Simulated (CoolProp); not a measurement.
A Linde-Hampson liquefier for dry air: isothermal reversible compression at 280 K from 1 atm to 15 MPa, throttling to 1 atm, return gas leaving the recuperator 0 K below the feed. Each further row changes one setting.

The numbers come from the reference Helmholtz-energy equation of state, Lemmon 2000 in CoolProp. It is a pseudo-pure fit of the blend.

| case | liquid yield per pass | compression work (kJ/kg of gas) |
|---|---|---|
| as stated | 0.081 | 398 |
| high pressure 30 MPa | 0.121 | 455 |
| warm-end temperature 310 K | 0.060 | 444 |
| warm-end gap 5 K | 0.070 | 398 |
